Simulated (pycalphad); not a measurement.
Source of the numbers: pycalphad with the COST 507 light-alloy database (1999); pressure 1 atm. The data set is of 1999 and partly superseded. Kinetics are ignored, which matters at the lower temperatures.

# Si-5.252Ti (wt.%): equilibrium cooling sequence

```
T (°C)           phases above           phases below
------  ---------------------  ---------------------
1404.5                 liquid  diamond (Si) + liquid
1331.1  diamond (Si) + liquid   diamond (Si) + SI2TI
```

Changes were sought between steps of 100 K, so a narrower field can be missed.

Database names, with the compositions (at.%) that they take in these runs: SI2TI: Si 67 Ti 33.
